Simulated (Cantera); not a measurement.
A perfectly stirred reactor is fed with 87.0 % NH3, 13.0 % H2, at 120 Torr; it is held at 2150 K, and followed from long to short residence time.

Cantera simulation using the gas-phase N/H chemistry of the illustrative SiF4/NH3 mechanism in the Surface Chemkin manual (1991); the numbers are that mechanism's predictions, not measurements. Walls and surfaces, which speed up NH3 decomposition in real reactors, are not modelled.

Problem. Predict: x(NH3) at τ = 11.0 s; x(H2) at τ = 11.0 s; x(NH) at τ = 11.0 s; x(N2) at τ = 11.0 s; x(H) at τ = 11.0 s; x(NH3) at τ = 0.120 s; x(H2) at τ = 0.120 s; x(NH) at τ = 0.120 s; x(N2) at τ = 0.120 s; x(H) at τ = 0.120 s.

Solution. 
```json
{
 "x(NH3) at τ = 11.0 s": "0.00101",
 "x(H2) at τ = 11.0 s": "0.760",
 "x(NH) at τ = 11.0 s": "7.46e-6",
 "x(N2) at τ = 11.0 s": "0.231",
 "x(H) at τ = 11.0 s": "0.00724",
 "x(NH3) at τ = 0.120 s": "0.187",
 "x(H2) at τ = 0.120 s": "0.629",
 "x(NH) at τ = 0.120 s": "2.91e-5",
 "x(N2) at τ = 0.120 s": "0.182",
 "x(H) at τ = 0.120 s": "0.000899"
}
```
